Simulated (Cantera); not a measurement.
A freely propagating, adiabatic, planar premixed flame of CH₄ : H₂ : O₂ : N₂ = 1 : 0.43 : 1.48 : 3.84 (molar parts), equivalence ratio 1.5, unburnt at 550 K and 0.840 bar; unity-Lewis-number transport, grid criteria slope 0.08 and curve 0.16, no radiation.

Cantera simulation using GRI-Mech 3.0 (53 species, 325 reactions); the numbers are that mechanism's predictions, not measurements. Unity Lewis numbers drop preferential diffusion, which matters most where H2 and H carry the flame. Burning velocities carry a grid error of a few per cent, more on coarse grids.

x: mole fraction of selected species; z is measured from the peak of heat release.

| z (mm) | T (K) | u (m/s) | x CH₄ | x H₂ | x O₂ | x C₂H₄ | x CH₃ | x NO |
|---|---|---|---|---|---|---|---|---|
| -1.43 | 550 | 0.909 | 0.148 | 0.0637 | 0.219 | 5.21e-7 | [?] | <1e-8 |
| -0.952 | 556 | 0.919 | 0.148 | 0.0638 | 0.219 | 8.65e-6 | [?] | 1.41e-7 |
| -0.714 | 576 | 0.953 | 0.146 | 0.0643 | 0.216 | 3.73e-5 | [?] | 6.19e-7 |
| -0.476 | 702 | 1.17 | 0.135 | 0.0670 | 0.203 | 0.000218 | [?] | 3.95e-6 |
| -0.238 | 1219 | 2.07 | 0.0872 | 0.0796 | 0.140 | 0.00101 | [?] | 2.10e-5 |
| -0.119 | 1658 | 2.88 | 0.0435 | 0.0911 | 0.0832 | 0.00145 | [?] | 3.77e-5 |
| 0 | 2049 | 3.65 | 0.00946 | 0.0983 | 0.0307 | 0.000651 | [?] | 6.09e-5 |
| 0.119 | 2224 | 4.00 | 0.00104 | 0.0974 | 0.00791 | 5.14e-5 | [?] | 9.37e-5 |
| 0.238 | 2271 | 4.09 | 0.000115 | 0.0971 | 0.00221 | 1.60e-6 | [?] | 0.000127 |
| 0.476 | 2293 | 4.13 | 3.23e-6 | 0.0986 | 0.000641 | <1e-8 | [?] | 0.000165 |
| 0.952 | 2313 | 4.16 | 2.69e-8 | 0.0997 | 0.000423 | <1e-8 | [?] | 0.000190 |
| 1.90 | 2338 | 4.19 | <1e-8 | 0.100 | 0.000279 | <1e-8 | <1e-8 | 0.000201 |
| 3.81 | 2362 | 4.23 | <1e-8 | 0.101 | 0.000163 | <1e-8 | <1e-8 | 0.000206 |

**Question.** Some entries are withheld; supply them.

**Answer.** 
- -1.43, x CH₃: 1.96e-8
- -0.952, x CH₃: 3.70e-7
- -0.714, x CH₃: 1.90e-6
- -0.476, x CH₃: 2.40e-5
- -0.238, x CH₃: 0.000911
- -0.119, x CH₃: 0.00436
- 0, x CH₃: 0.00512
- 0.119, x CH₃: 0.00134
- 0.238, x CH₃: 0.000205
- 0.476, x CH₃: 6.61e-6
- 0.952, x CH₃: 5.35e-8
